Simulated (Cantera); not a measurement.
An isothermal, constant-pressure homogeneous reactor starts with N₂O : H₂O = 1 : 0.027 (molar parts), at 1073 K and 0.987 atm.

Cantera simulation using GRI-Mech 3.0 (53 species, 325 reactions); the numbers are that mechanism's predictions, not measurements. GRI-Mech 3.0 was tuned for natural gas; its chemistry of N2O as a main component is partial and can be far from experiment. The mechanism lacks the step 2 NO + O2 → 2 NO2, which can matter for NO2 below about 1400 K. The temperature is held fixed by assumption; the heat of reaction is taken as removed at once.

Question: Predict: x(N₂O) at 100 s; x(H₂O) at 100 s; x(NO) at 100 s; x(NO₂) at 100 s; x(O₂) at 100 s; x(HO₂) at 100 s.

Answer: 
```
Item                                               Result
---------------  ----------------------------------------
x(N₂O) at 100 s    0.0328 (gas-phase equilibrium 5.30e-9)
x(H₂O) at 100 s     0.0180 (gas-phase equilibrium 0.0177)
x(NO) at 100 s     0.0223 (gas-phase equilibrium 7.57e-5)
x(NO₂) at 100 s  0.000425 (gas-phase equilibrium 3.15e-6)
x(O₂) at 100 s        0.305 (gas-phase equilibrium 0.327)
x(HO₂) at 100 s   3.67e-9 (gas-phase equilibrium 1.62e-9)
```
